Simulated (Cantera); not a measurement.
Thermodynamics of chlorosilane synthesis and conversion, feed SiCl4 + Cl2 + H2

Input: 1 mol SiCl4, 0.95 mol Cl2, 12 mol H2, held at 0.230 bar.

Cantera equilibrium calculation (NASA polynomials, part measured and part estimated; ideal gas, pure solids and liquids). Candidate condensed phases: Si; 19 gas species. The tables' values for SiCl3 are old estimates; treat these amounts as uncertain. The numbers say what is thermodynamically allowed, not how fast it happens.

```
T (°C)   x H2  x HCl  x SiCl4   x SiCl2   x SiCl3  x SiHCl3  x SiH2Cl2       x H
------  -----  -----  -------  --------  --------  --------  ---------  --------
800     0.787  0.141   0.0666   4.76e-5  0.000445   0.00454    3.62e-5   2.59e-8
900     0.781  0.147   0.0611  0.000682   0.00206   0.00756   0.000120   2.17e-7
1000    0.768  0.161   0.0502   0.00495   0.00616   0.00955   0.000252   1.30e-6
1100    0.742  0.188   0.0329    0.0175    0.0111   0.00822   0.000304   5.98e-6
1200    0.713  0.218   0.0161    0.0347    0.0128   0.00494   0.000238   2.23e-5
1300    0.693  0.239  0.00615    0.0485    0.0106   0.00236   0.000150   7.06e-5
1400    0.683  0.250  0.00211    0.0565   0.00756   0.00103    8.74e-5  0.000196
```
x: gas mole fraction; nothing condenses.

From 800 °C to 1400 °C nothing is condensed. The main Si-bearing gas is SiCl4 at 800 °C and SiCl2 at 1400 °C.
